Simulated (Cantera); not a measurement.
Input (Python, Cantera) and output of one run.

```python
import numpy as np
import cantera as ct

gas_names = """
    B BH BH2 BH3 BN BO BO2 B2 B2O B2O2 B2O3 B3O3H3 H HBO HBO2 HNO HNO2 HNO3 HO2 H2 H2O H2O2 H3B3O6 N NH
    NH2 NH3 NH2OH NO NO2 NO3 N2 N2H2 N2H4 N2O O OH O2 O3
""".split()
cond_names = """
    B(b) B(L) BN(s) B2O3(L) B3O3H3(cr) H2O(s) H2O(L)
""".split()


# ... load() reads the species with a 1 bar reference pressure and builds the phases ...
atoms = {
    'B2H6': {'B': 2, 'H': 6},
    'O2': {'O': 2},
    'N2': {'N': 2},
}
top_T = {'BN(s)': 3200}  # K; cautious upper limits of use, not melting points


# ... equilibrate(T, P, feed) seeds the gas with the atoms and calls Mixture.equilibrate('TP', solver="vcs", rtol=1e-11, max_steps=5000) ...
results = []
feed = {'B2H6': 1, 'O2': 0.081, 'N2': 120}  # mol
P = 230  # Pa
for T in [1450, 1525, 1600, 1675, 1750, 1825, 1900, 1975, 2050]:
    mix = equilibrate(T, P, feed)
    results.append((T, P, feed, dict(zip(mix.species_names, mix.species_moles))))
    x = sorted(zip(gas.X, gas.species_names), reverse=True)
    print(f"T = {T:g} K  P = {P:g} Pa  gas = {mix.phase_moles(0):.4g} mol")
    print("   x: " + "  ".join(f"{s} {v:.3e}" for v, s in x if v > 0.0001))
    print("   condensed (mol): " + ("  ".join(f"{mix.phase(i).name} {mix.phase_moles(i):.4g}"
          for i in range(1, mix.n_phases) if mix.phase_moles(i) > 1e-12) or "none"))
```

It prints:

```
T = 1450 K  P = 230 Pa  gas = 122.1 mol
   x: N2 9.750e-01  H2 2.431e-02  HBO2 2.380e-04  HBO 2.351e-04  B2O3 1.861e-04
   condensed (mol): BN(s) 1.891
T = 1525 K  P = 230 Pa  gas = 122.1 mol
   x: N2 9.749e-01  H2 2.424e-02  HBO 4.233e-04  B2O3 1.571e-04  HBO2 1.449e-04
   condensed (mol): BN(s) 1.876
T = 1600 K  P = 230 Pa  gas = 122.2 mol
   x: N2 9.747e-01  H2 2.412e-02  HBO 6.259e-04  H 1.761e-04  BO 1.037e-04
   condensed (mol): BN(s) 1.858
T = 1675 K  P = 230 Pa  gas = 122.2 mol
   x: N2 9.745e-01  H2 2.398e-02  HBO 7.331e-04  H 3.749e-04  BO 2.364e-04  B2O2 1.094e-04
   condensed (mol): BN(s) 1.845
T = 1750 K  P = 230 Pa  gas = 122.2 mol
   x: N2 9.742e-01  H2 2.381e-02  H 7.484e-04  HBO 7.033e-04  BO 4.167e-04
   condensed (mol): BN(s) 1.84
T = 1825 K  P = 230 Pa  gas = 122.3 mol
   x: N2 9.738e-01  H2 2.353e-02  H 1.409e-03  BO 6.161e-04  HBO 5.936e-04
   condensed (mol): BN(s) 1.838
T = 1900 K  P = 230 Pa  gas = 122.4 mol
   x: N2 9.732e-01  H2 2.303e-02  H 2.511e-03  BO 8.033e-04  HBO 4.600e-04
   condensed (mol): BN(s) 1.838
T = 1975 K  P = 230 Pa  gas = 122.5 mol
   x: N2 9.722e-01  H2 2.220e-02  H 4.251e-03  BO 9.555e-04  HBO 3.357e-04
   condensed (mol): BN(s) 1.837
T = 2050 K  P = 230 Pa  gas = 122.7 mol
   x: N2 9.709e-01  H2 2.092e-02  H 6.841e-03  BO 1.066e-03  HBO 2.354e-04
   condensed (mol): BN(s) 1.831
```

These are equilibrium values from Cantera (NASA tables, ideal gas, pure condensed phases), not measurements of a reactor. The feed counts by its element totals alone. N2 is the only nitrogen source here; it is nearly inert below about 1500 K, so the nitride shown seldom forms there in practice.
